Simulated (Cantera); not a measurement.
Input: 1 mol BCl3, 10 mol H2, at 0.00290 bar.

Cantera equilibrium calculation (NASA polynomials, part measured and part estimated; ideal gas, pure solids and liquids). Candidate condensed phases: B; 13 gas species. Gases not in the tables: BHCl2. Kinetics and transport are ignored. All values below are at 627 °C.

Base state: H2 0.859, HCl 0.0769, BCl3 0.0641 (mole fractions); condensed: B(s).

Question: What changes in the equilibrium state with this change: pressure from 0.00290 bar to 0.270 bar?

Answer: 
```json
[
 {"species": "H2", "before": "0.859", "after": "0.884"},
 {"species": "BCl3", "before": "0.0641", "after": "0.0773"},
 {"species": "HCl", "before": "0.0769", "after": "0.0390"},
 {"species": "B(s), mol", "before": "0.286", "after": "0.144"}
]
```
